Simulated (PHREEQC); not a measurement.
Dissolve 0.0088 mol PbCl2, 7e-05 mol HBF4 and 0.0025 mol Na2SO4 per kg of water at 25 °C. Closed to the air; pH follows from the charge balance.

The numbers come from PHREEQC with the ion-association model, wateq4f.dat.

The ionic strength comes out as 0.0253 mol/kgw. What activity coefficients do Na+, Cl-, SO4-2, F-, NaSO4- get?

Na+ 0.86, Cl- 0.86, SO4-2 0.55, F- 0.85, NaSO4- 0.86.

No solid was allowed to form. The solution is supersaturated, for example in Matlockite, Anglesite, so a real one may precipitate; this is no full list. Real BF4- forms and hydrolyses slowly; the run takes it at equilibrium.
